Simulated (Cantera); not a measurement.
Hydrocarbon pyrolysis for carbon deposition

An isothermal, constant-pressure homogeneous reactor starts with 1.22 % CH4, 98.5 % H2, 0.243 % N2, at 1900 K and 0.987 atm.

Model: GRI-Mech 3.0 (53 species, 325 reactions), integrated in Cantera. GRI-Mech 3.0 stops at C3 and has no aromatics, soot or wall deposition, so with more carbon than oxygen in the feed, carbon stays in small species such as C2H2 where larger ones or solid carbon would form.

```
t (s)       x CH4   x H2       x H    x C2H2   x C2H4     x CH3    x CH2
--------  -------  -----  --------  --------  -------  --------  -------
2.00e-5    0.0121  0.985   9.64e-5  3.47e-10  1.70e-8   2.44e-5  2.83e-9
6.53e-5    0.0121  0.985  0.000301   6.78e-8  5.59e-7   7.43e-5  2.70e-8
0.000213   0.0120  0.985  0.000679   7.92e-6  7.56e-6  0.000165  1.34e-7
0.000696   0.0117  0.985  0.000782  0.000101  1.28e-5  0.000186  1.73e-7
0.00227    0.0111  0.985  0.000783  0.000412  1.53e-5  0.000176  1.65e-7
0.00742   0.00948  0.986  0.000785   0.00123  2.21e-5  0.000150  1.41e-7
0.0242    0.00644  0.987  0.000789   0.00274  3.60e-5  0.000103  9.77e-8
0.0792    0.00338  0.989  0.000793   0.00426  5.15e-5   5.41e-5  5.22e-8
0.258     0.00208  0.990  0.000795   0.00490  5.86e-5   3.33e-5  3.25e-8
0.844     0.00198  0.990  0.000795   0.00495  5.91e-5   3.18e-5  3.10e-8
2.76      0.00198  0.990  0.000795   0.00495  5.91e-5   3.18e-5  3.10e-8
9.00      0.00198  0.990  0.000795   0.00495  5.91e-5   3.18e-5  3.10e-8
```
x: mole fraction; the columns are a selection and need not sum to one.

Equilibrium at this temperature and pressure: CH4 0.00183, H2 0.990, H 0.000795, C2H2 0.00420, C2H4 5.02e-5, CH3 2.93e-5, CH2 2.85e-8 (gas phase only).
